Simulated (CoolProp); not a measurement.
Dry air at several states: fugacity coefficient from the reference equation and from simpler models built on Tc = 132.5 K, pc = 3.786 MPa, ω = 0.034; each cubic takes its own stable root.

The numbers come from the reference Helmholtz-energy equation of state, Lemmon 2000 in CoolProp. It is a pseudo-pure fit of the blend.

```json
[
 {"T (K)": "960.8", "p (MPa)": "10.3", "phase": "supercritical", "reference": "1.034", "van der Waals": "1.026", "Redlich-Kwong": "1.025", "Soave-Redlich-Kwong": "1.033"},
 {"T (K)": "939.4", "p (MPa)": "5.48", "phase": "supercritical", "reference": "1.018", "van der Waals": "1.014", "Redlich-Kwong": "1.013", "Soave-Redlich-Kwong": "1.018"},
 {"T (K)": "338.2", "p (MPa)": "14.1", "phase": "supercritical", "reference": "1.011", "van der Waals": "0.9608", "Redlich-Kwong": "0.9911", "Soave-Redlich-Kwong": "1.028"}
]
```
